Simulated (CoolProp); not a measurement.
Vapour-liquid equilibrium of dimethyl ether (1) + n-pentane (2) at 57.75 °C; x and y are mole fractions of (1).

Values from CoolProp's multi-fluid Helmholtz-energy mixture model, Wu 2011 and Thol 2019; pair parameters Bell 2016.

Problem. Give the bubble pressure and the first vapour's composition at x = 0.05, 0.2, 0.95. Is there an azeotrope?

Solution. x = 0.05: 0.2382 MPa, y = 0.189; x = 0.2: 0.4100 MPa, y = 0.594; x = 0.95: 1.318 MPa, y = 0.984. No azeotrope shows between x = 0.05 and 0.95.

The pair parameters rest on a limited set of measurements; away from them the model extrapolates. The gap from Raoult's law changes sign with composition, which may be real or a fault of the pair parameters; it wasn't checked against measurements.
